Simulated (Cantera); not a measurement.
Equilibrium for chlorosilane synthesis and conversion: Si + Cl2 + H2

Input: 1 mol Si, 0.6 mol Cl2, 6.6 mol H2, at 3.60 bar.

Cantera equilibrium calculation (NASA polynomials, part measured and part estimated; ideal gas, pure solids and liquids). Candidate condensed phases: Si; 19 gas species. The tables' values for SiCl3 are old estimates; treat these amounts as uncertain. Kinetics and transport are ignored.

```
T (K)   x H2     x HCl  x SiHCl3   x SiCl2  x SiCl4   x SiCl3  n Si(s)
-----  -----  --------  --------  --------  -------  --------  -------
598    0.948   1.80e-5    0.0291  1.49e-10   0.0210   4.65e-8    0.643
698    0.948  0.000144    0.0281   1.54e-8   0.0215   9.92e-7    0.644
798    0.947  0.000676    0.0271   4.91e-7   0.0220   9.76e-6    0.645
898    0.946   0.00223    0.0261   7.11e-6   0.0221   5.70e-5    0.649
998    0.944   0.00574    0.0249   5.90e-5   0.0219  0.000229    0.655
1098   0.939    0.0122    0.0233  0.000324   0.0209  0.000693    0.667
1198   0.932    0.0225    0.0209   0.00128   0.0188   0.00165    0.684
1298   0.921    0.0365    0.0174   0.00385   0.0153   0.00314    0.704
1398   0.908    0.0526    0.0130   0.00897   0.0107   0.00474    0.721
1498   0.894    0.0675   0.00830    0.0163  0.00609   0.00558    0.730
1598   0.884    0.0782   0.00453    0.0238  0.00279   0.00518    0.732
```
x: gas mole fraction; n: condensed amount in mol.

From 598 K to 1598 K the condensed part is Si(s). The main Si-bearing gas is SiHCl3 at 598 K and SiCl2 at 1598 K. The share of Si in condensed phases is highest at 1598 K (73.2 %) and lowest at 598 K (64.3 %).
